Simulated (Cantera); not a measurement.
**Adiabatic ignition**

An adiabatic, constant-volume homogeneous reactor starts with 33.6 % CO, 1.68 % H2, 1.51 % CH4, 9.41 % O2, 35.3 % N2, 18.5 % CO2, at 1298 K and 9750 Torr.

Detailed kinetics in Cantera: GRI-Mech 3.0 (53 species, 325 reactions). The pressure lies above the range GRI-Mech 3.0 was tuned for (to about 10 atm).

```
t (s)     T (K)  P (bar)   x CO     x H2   x CH4     x OH       x H   x H2O2       x O
--------  -----  -------  -----  -------  ------  -------  --------  -------  --------
4.00e-6    1298     13.0  0.336   0.0168  0.0151  3.48e-8   6.66e-8  3.98e-9   5.77e-8
9.19e-6    1298     13.0  0.336   0.0168  0.0151  1.36e-7   2.65e-7  3.01e-8   1.82e-7
2.11e-5    1300     13.0  0.336   0.0167  0.0150  2.20e-6   4.23e-6  1.06e-6   2.43e-6
4.86e-5    1428     14.2  0.331   0.0159  0.0112  4.27e-5   6.76e-5  2.20e-5   3.22e-5
0.000112   2652     24.9  0.237  0.00476  <1e-12  0.00151  0.000668  4.86e-8  0.000136
0.000257   2651     24.9  0.237  0.00477  <1e-12  0.00149  0.000656  4.71e-8  0.000131
0.000590   2649     24.9  0.237  0.00478  <1e-12  0.00147  0.000652  4.64e-8  0.000129
0.00136    2647     24.9  0.238  0.00479  <1e-12  0.00145  0.000647  4.56e-8  0.000126
0.00312    2646     24.9  0.238  0.00479  <1e-12  0.00144  0.000645  4.53e-8  0.000125
0.00716    2646     24.9  0.238  0.00479  <1e-12  0.00144  0.000645  4.53e-8  0.000125
0.0165     2646     24.9  0.238  0.00479  <1e-12  0.00144  0.000645  4.53e-8  0.000125
0.0379     2646     24.9  0.238  0.00479  <1e-12  0.00144  0.000645  4.53e-8  0.000125
0.0870     2646     24.9  0.238  0.00479  <1e-12  0.00144  0.000645  4.53e-8  0.000125
0.200      2646     24.9  0.238  0.00479  <1e-12  0.00144  0.000645  4.53e-8  0.000125
```
x: mole fraction; the columns are a selection and need not sum to one.

| Quantity | Result |
|---|---|
| time of steepest temperature rise | 58.6 µs |
| temperature at 0.200 s | 2646 K |
| equilibrium temperature | 2646 K |
| x(CO) at 0.200 s | 0.238 (gas-phase equilibrium 0.238) |
| x(H2) at 0.200 s | 0.00479 (gas-phase equilibrium 0.00479) |
| x(CH4) at 0.200 s | <1e-12 (gas-phase equilibrium <1e-12) |
